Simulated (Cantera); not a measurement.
An isothermal, constant-pressure homogeneous reactor starts with N₂O : N₂ = 1 : 0.35 (molar parts), at 1225 K and 1.01 bar.

Detailed kinetics in Cantera: GRI-Mech 3.0 (53 species, 325 reactions). GRI-Mech 3.0 was tuned for natural gas; its chemistry of N2O as a main component is partial and can be far from experiment. The mechanism lacks the step 2 NO + O2 → 2 NO2, which can matter for NO2 below about 1400 K. The temperature is held fixed by assumption; the heat of reaction is taken as removed at once.

Task: Predict: x(N₂O) at 2.00 s; x(NO₂) at 2.00 s; x(N₂) at 2.00 s; x(O) at 2.00 s; x(O₂) at 2.00 s; x(NO) at 2.00 s.

Result: 
| Item | Value |
|---|---|
| x(N₂O) at 2.00 s | 0.125 (gas-phase equilibrium 1.73e-8) |
| x(NO₂) at 2.00 s | 0.000465 (gas-phase equilibrium 4.42e-6) |
| x(N₂) at 2.00 s | 0.629 (gas-phase equilibrium 0.730) |
| x(O) at 2.00 s | 9.42e-7 (gas-phase equilibrium 2.19e-8) |
| x(O₂) at 2.00 s | 0.203 (gas-phase equilibrium 0.270) |
| x(NO) at 2.00 s | 0.0426 (gas-phase equilibrium 0.000259) |
